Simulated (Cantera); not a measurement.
Cantera run:

```python
import numpy as np
import cantera as ct

gas_names = [...]  # 113 gases of nasa_gas.yaml made of C, F, H, Si
cond_names = """
    C(gr) C6H6(L) C7H8(L) C8H18(L),n-octa Si(cr) Si(L) SiC(b)
""".split()


# ... load() reads the species with a 1 bar reference pressure and builds the phases ...
atoms = {
    'CH3F': {'C': 1, 'H': 3, 'F': 1},
    'CH4': {'C': 1, 'H': 4},
    'Si': {'Si': 1},
}
top_T = {'C(gr)': 4500, 'SiC(b)': 3050}  # K; cautious upper limits of use, not melting points


# ... equilibrate(T, P, feed) seeds the gas with the atoms and calls Mixture.equilibrate('TP', solver="vcs", rtol=1e-11, max_steps=5000) ...
results = []
feed = {'CH3F': 1, 'CH4': 0.61, 'Si': 0.21}  # mol
T = 1548.15  # K
P = 1000  # Pa
mix = equilibrate(T, P, feed)
results.append((T, P, feed, dict(zip(mix.species_names, mix.species_moles))))
print(gas.report(threshold=0.001))
for i in range(1, mix.n_phases):
    print(f"{mix.phase(i).name:16s} {mix.phase_moles(i):12.5e} mol")
```

Output:

```
       temperature   1548.2 K
          pressure   1000 Pa
           density   0.00078151 kg/m^3
  mean mol. weight   10.06 kg/kmol
   phase of matter   gas

                          1 kg             1 kmol
                     ---------------   ---------------
          enthalpy       -8.0854e+06       -8.1337e+07  J
   internal energy        -9.365e+06       -9.4209e+07  J
           entropy             24122        2.4266e+05  J/K
    Gibbs function        -4.543e+07       -4.5702e+08  J
 heat capacity c_p            3723.6             37458  J/K
 heat capacity c_v            2897.1             29144  J/K

                      mass frac. Y      mole frac. X     chem. pot. / RT
                     ---------------   ---------------   ---------------
                HF           0.11942          0.060049           -52.466
                H2           0.17437            0.8701            -23.44
              SiF3          0.049614         0.0058662           -135.22
              SiF4           0.64925          0.062753           -175.96
     [ +109 minor]         0.0073356         0.0012312

C(gr)             1.60987e+00 mol
Si(cr)            0.00000e+00 mol
SiC(b)            0.00000e+00 mol
```

Equilibrium computed with Cantera from the NASA thermochemical tables; the gas is ideal and each condensed phase is pure. The tables' values for SiF3, SiF2 are old estimates; treat these amounts as uncertain.
